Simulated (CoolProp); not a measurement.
Properties of n-pentane along the isobar 3.58 MPa.

Model: reference Helmholtz-energy equation of state, Thol 2019, in CoolProp.

| T (°C) | phase | density (kg/m³) | Joule-Thomson coefficient (K/MPa) | fugacity coefficient |
|---|---|---|---|---|
| 52.15 | liquid | 598.8 | -0.3061 | 0.05206 |
| 65.75 | liquid | 584.6 | -0.2635 | 0.07536 |
| 79.35 | liquid | 569.9 | -0.2139 | 0.1051 |
| 92.95 | liquid | 554.4 | -0.1545 | 0.1418 |
| 106.45 | liquid | 538.1 | -0.08201 | … |
| 120.05 | liquid | 520.5 | 0.01121 | 0.2368 |
| 133.65 | liquid | 501.3 | … | 0.2952 |
| 147.25 | liquid | 480.0 | 0.3155 | 0.3601 |
| 160.85 | liquid | 455.4 | 0.5984 | 0.4305 |
| 174.45 | liquid | … | 1.123 | 0.5051 |
| 188.05 | liquid | 382.1 | 2.495 | … |
| 201.55 | supercritical | 192.9 | … | 0.6521 |
| 215.15 | supercritical | 116.6 | 14.20 | 0.6921 |
| 228.75 | supercritical | 98.98 | 10.99 | 0.7230 |
| 242.35 | supercritical | 88.70 | 9.066 | 0.7492 |
| 255.95 | supercritical | 81.49 | 7.743 | … |

Problem. Complete the blanks.

Solution. 
- 106.45, fugacity coefficient: 0.1855
- 133.65, Joule-Thomson coefficient (K/MPa): 0.1363
- 174.45, density (kg/m³): 425.1
- 188.05, fugacity coefficient: 0.5815
- 201.55, Joule-Thomson coefficient (K/MPa): 19.42
- 255.95, fugacity coefficient: 0.7720
